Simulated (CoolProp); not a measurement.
Properties of hexamethyldisiloxane (MM) at several states.

Model: reference Helmholtz-energy equation of state, Thol 2016, in CoolProp.

```
T (K)  p (MPa)   phase        Z  cp (kJ/(kg K))  cv (kJ/(kg K))  speed of sound (m/s)  Joule-Thomson coefficient (K/MPa)  fugacity coefficient
-----  -------  ------  -------  --------------  --------------  --------------------  ---------------------------------  --------------------
284.1    0.198  liquid  0.01757           1.864           1.509                 926.0                            -0.4288               0.01338
260.6     3.94  liquid   0.3677           1.806           1.458                  1041                            -0.4677             0.0002147
338.5     4.52  liquid   0.3596           1.996           1.641                 785.2                            -0.3546              0.009874
467.6     5.66  liquid   0.4081           2.348           1.956                 433.3                            0.06038                0.1650
604      0.146     gas   0.9844           2.243           2.187                 175.3                              5.718                0.9845
320.8     1.43  liquid   0.1180           1.956           1.598                 810.4                            -0.3717               0.01230
```
